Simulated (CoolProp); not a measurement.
Properties of hexamethyldisiloxane (MM) along the isotherm 77.25 °C.

The numbers come from the reference Helmholtz-energy equation of state, Thol 2016 in CoolProp.

| p (kPa) | phase | Z | isothermal compressibility (1/MPa) | fugacity coefficient |
|---|---|---|---|---|
| 966 | liquid | 0.07642 | 0.003468 | 0.05238 |
| 1930 | liquid | 0.1522 | 0.003339 | 0.02829 |
| 2900 | liquid | 0.2279 | 0.003220 | 0.02032 |
| 3860 | liquid | 0.3025 | 0.003111 | 0.01646 |
| 4830 | liquid | 0.3774 | 0.003009 | 0.01419 |
| 5790 | liquid | 0.4511 | 0.002916 | 0.01276 |
| 6760 | liquid | 0.5252 | 0.002828 | 0.01179 |
| 7720 | liquid | 0.5982 | 0.002747 | 0.01112 |
| 8690 | liquid | 0.6715 | 0.002670 | 0.01065 |
| 9660 | liquid | 0.7446 | 0.002598 | 0.01032 |
